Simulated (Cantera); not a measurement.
A freely propagating, adiabatic, planar premixed flame of 41.9 % H₂, 11.6 % O₂, 43.6 % N₂, 2.93 % H₂O, unburnt at 550 K and 1.70 bar; mixture-averaged transport, grid criteria slope 0.08 and curve 0.16, no radiation.

Computed with Cantera and the H2/O2 subset of GRI-Mech 3.0, which has no nitrogen chemistry. Burning velocities carry a grid error of a few per cent, more on coarse grids.

x: mole fraction of selected species; z is measured from the peak of heat release.

```
z (mm)   T (K)  u (m/s)   x H₂      x O₂   x H₂O   x H₂O₂      x OH       x H
-------  -----  -------  -----  --------  ------  -------  --------  --------
-0.633     550     7.79  0.419     0.116  0.0293    <1e-8     <1e-8     <1e-8
-0.422     550     7.79  0.419     0.116  0.0293    <1e-8     <1e-8     <1e-8
-0.317     550     7.79  0.419     0.116  0.0293    <1e-8     <1e-8     <1e-8
-0.211     550     7.79  0.419     0.116  0.0293    <1e-8     <1e-8     <1e-8
-0.106     575     8.09  0.414     0.117  0.0305  6.69e-6   5.42e-5  0.000119
-0.0528      …     11.3  0.380     0.110  0.0523  2.84e-5  0.000850   0.00590
0            …     16.5  0.294    0.0777   0.126  5.79e-6   0.00225    0.0351
0.0528       …     20.2  0.209    0.0283   0.220  2.14e-6   0.00494    0.0662
0.106     1672     21.9  0.178   0.00800   0.260  1.29e-6   0.00610    0.0733
0.211     1798     23.3  0.175   0.00169   0.274  7.41e-7   0.00669    0.0649
0.422     1919     24.7  0.183  0.000906   0.279  4.04e-7   0.00651    0.0501
0.845     2031     25.9  0.190  0.000504   0.284  2.09e-7   0.00563    0.0357
1.69      2123     26.9  0.196  0.000239   0.288  1.07e-7   0.00431    0.0238
```

Problem. Fill in the missing entries.

Solution. 
- -0.0528, T (K): 822
- 0, T (K): 1239
- 0.0528, T (K): 1533
